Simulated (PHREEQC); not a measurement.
Solution (70 °C): 37 mmol/kgw NaH2PO4, 0.091 mmol/kgw Na2HPO4 and 18 mmol/kgw KCl. Closed to the air; pH follows from the charge balance.

Model: ion-association model, phreeqc.dat, run in PHREEQC.

| quantity | before | after |
|---|---|---|
| pH | 4.67 | 3.88 |
| ionic strength (mol/kgw) | 0.0554 | 0.0559 |
| HPO4-2 (mol/kgw) | 0.000253 | 4.05e-5 |
| NaHPO4- (mol/kgw) | 7.67e-6 | 1.22e-6 |
| SI of Sylvite (KCl) | -4.79 | -4.79 |
| SI of Halite (NaCl) | -4.97 | -4.97 |

### Question
What was changed between the two runs?
(A) 0.00058 mol/kgw NH4BF4 added
(B) temperature from 70 to 30 °C
(C) temperature from 70 to 45 °C
(D) temperature from 70 to 5 °C
(E) KCl from 0.018 to 0.036 mol/kgw

### Answer
A, 0.00058 mol/kgw NH4BF4 added

This is a speciation only: nothing precipitates in the calculation. At this temperature some constants are extrapolated from 25 °C, and those without enthalpy data are left unchanged. Real BF4- forms and hydrolyses slowly; the run takes it at equilibrium.
